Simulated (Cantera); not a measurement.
Cantera run:

```python
import numpy as np
import cantera as ct

gas_names = """
    CL CL2 H HCL H2 N NH NH2 NH3 N2 N2H2 N2H4 Si SiCL SiCL2 SiCL3 SiCL4 SiH SiHCL3 SiH2 SiH2CL2 SiH3
    SiH3CL SiH4 SiN Si2 Si2N Si3
""".split()
cond_names = """
    NH4CL(a) NH4CL(b) Si(cr) Si(L) Si3N4(a)
""".split()


# ... load() reads the species with a 1 bar reference pressure and builds the phases ...
atoms = {
    'Si2H6': {'Si': 2, 'H': 6},
    'Cl2': {'CL': 2},
    'N2': {'N': 2},
}
top_T = {'Si3N4(a)': 2400}  # K; cautious upper limits of use, not melting points


# ... equilibrate(T, P, feed) seeds the gas with the atoms and calls Mixture.equilibrate('TP', solver="vcs", rtol=1e-11, max_steps=5000) ...
results = []
feed = {'Si2H6': 1, 'Cl2': 0.14, 'N2': 3.2}  # mol
T = 1073.15  # K
P = 100000  # Pa
mix = equilibrate(T, P, feed)
results.append((T, P, feed, dict(zip(mix.species_names, mix.species_moles))))
print(gas.report(threshold=1e-05))
for i in range(1, mix.n_phases):
    print(f"{mix.phase(i).name:16s} {mix.phase_moles(i):12.5e} mol")
```

Result:

```
       temperature   1073.2 K
          pressure   1e+05 Pa
           density   0.15284 kg/m^3
  mean mol. weight   13.637 kg/kmol
   phase of matter   gas

                          1 kg             1 kmol
                     ---------------   ---------------
          enthalpy        1.3288e+06        1.8122e+07  J
   internal energy        6.7454e+05        9.1989e+06  J
           entropy             14797        2.0179e+05  J/K
    Gibbs function        -1.455e+07       -1.9843e+08  J
 heat capacity c_p            2313.3             31547  J/K
 heat capacity c_v            1703.6             23233  J/K

                      mass frac. Y      mole frac. X     chem. pot. / RT
                     ---------------   ---------------   ---------------
               HCL           0.14937          0.055873            -37.69
                H2          0.084437           0.57118           -18.244
               NH3        0.00012176          9.75e-05           -40.383
                N2           0.76589           0.37284           -26.034
             SiCL4        0.00016479        1.3228e-05           -131.95
     [  +23 minor]        1.7634e-05        1.7964e-06

Si(cr)            0.00000e+00 mol
Si3N4(a)          6.66642e-01 mol
```

Equilibrium computed with Cantera from the NASA thermochemical tables; the gas is ideal and each condensed phase is pure. The feed counts by its element totals alone. N2 is the only nitrogen source here; it is nearly inert below about 1500 K, so the nitride shown seldom forms there in practice.
